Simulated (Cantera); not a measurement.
# Equilibrium for silicon etching in halogen gases: Si + Cl₂ + H₂

A closed system holds: 1 mol Si, 3.4 mol Cl₂, 27 mol H₂, at 0.0660 Torr.

These are equilibrium values from Cantera (NASA tables, ideal gas, pure condensed phases), not measurements of a reactor. Candidate condensed phases: Si; 19 gas species. The tables' values for SiCl₃, SiCl are old estimates; treat these amounts as uncertain. Equilibrium is a limit: real reactors are often held back by kinetics, nucleation or transport.

```csv
T (°C),x H₂,x HCl,x SiCl₂,x SiCl₃,x SiCl₄,x H,x Cl
900,0.813,0.154,0.0299,0.00181,0.00108,1.13e-5,1.88e-6
925,0.812,0.155,0.0308,0.00145,0.000602,1.83e-5,3.03e-6
950,0.811,0.156,0.0314,0.00115,0.000338,2.89e-5,4.79e-6
975,0.810,0.157,0.0318,0.000921,0.000193,4.48e-5,7.41e-6
1000,0.810,0.157,0.0320,0.000739,0.000112,6.84e-5,1.13e-5
1025,0.810,0.157,0.0322,0.000596,6.59e-5,0.000103,1.68e-5
1050,0.810,0.157,0.0324,0.000484,3.96e-5,0.000152,2.48e-5
1075,0.809,0.157,0.0325,0.000396,2.43e-5,0.000222,3.60e-5
1100,0.809,0.157,0.0325,0.000326,1.51e-5,0.000319,5.15e-5
1125,0.809,0.158,0.0326,0.000270,9.58e-6,0.000454,7.28e-5
1150,0.809,0.158,0.0326,0.000225,6.16e-6,0.000637,0.000102
1175,0.809,0.158,0.0327,0.000189,4.03e-6,0.000884,0.000140
```
x: gas mole fraction; nothing condenses.

From 900 °C to 1175 °C nothing is condensed. The main Si-bearing gas is SiCl₂ throughout.
